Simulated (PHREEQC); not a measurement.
Solution A (0.15 mol ZnCl2 and 0.019 mol FeSO4 per kg of water) is mixed with solution B (0.091 mol H2SO4, 3.1e-05 mol Al2(SO4)3 and 0.091 mol NiSO4 per kg of water) at 25 °C; shares are by mass of water, 1 kg in all. The system is closed to oxygen. CO2 from the air is kept out. The run lets Al(OH)3(a), Zn(OH)2-e, Zn4(OH)6SO4, Zn5(OH)8Cl2, Ni(OH)2, Ni4(OH)6SO4, Basaluminite, Melanterite, Goslarite, Morenosite precipitate or redissolve, and no other solid.

Equilibrium calculation in PHREEQC: ion-association model, wateq4f.dat.

```csv
share of solution B,pH,Fe+2 (mol/kgw),Zn+2 (mol/kgw),AlSO4+ (mol/kgw),Ni+2 (mol/kgw),HSO4- (mol/kgw),NiSO4 (mol/kgw)
0,4.94,0.0164,0.115,0,0,2.57e-6,0
0.05,2.25,0.0153,0.107,1.45e-6,0.00340,0.00169,0.000359
0.1,1.97,0.0142,0.0996,3.19e-6,0.00674,___,0.000885
0.15,1.81,0.0131,0.0925,5.11e-6,0.0100,___,0.00156
0.2,1.70,0.0121,0.0857,7.13e-6,0.0133,0.0101,0.00238
0.3,1.55,0.0101,0.0725,1.14e-5,0.0196,0.0177,0.00443
0.35,1.50,0.00916,0.0662,1.35e-5,0.0227,0.0220,0.00566
0.4,1.45,0.00826,0.0601,1.57e-5,0.0258,0.0266,0.00702
0.45,1.41,0.00739,0.0541,1.79e-5,0.0288,0.0314,0.00851
0.5,1.38,0.00656,0.0483,2.00e-5,0.0318,0.0365,0.0101
0.55,1.35,0.00576,0.0426,2.22e-5,0.0347,0.0419,0.0119
0.6,1.32,0.00500,0.0371,2.43e-5,0.0375,0.0475,0.0138
0.65,1.30,0.00426,0.0318,2.64e-5,0.0402,0.0534,0.0159
0.7,1.28,0.00356,0.0266,___,0.0428,0.0595,0.0181
0.8,1.25,0.00225,0.0169,3.25e-5,0.0478,0.0725,0.0229
0.85,1.23,0.00164,0.0123,3.44e-5,0.0502,0.0794,0.0256
0.9,1.22,0.00106,0.00799,3.63e-5,0.0524,0.0865,0.0284
0.95,1.21,0.000515,0.00388,3.81e-5,0.0545,0.0938,0.0314
1,1.20,0,0,3.99e-5,0.0564,0.101,0.0345
```

Q: Complete the blanks.

A: 
- 0.1, HSO4- (mol/kgw): 0.00401
- 0.15, HSO4- (mol/kgw): 0.00684
- 0.7, AlSO4+ (mol/kgw): 2.85e-5
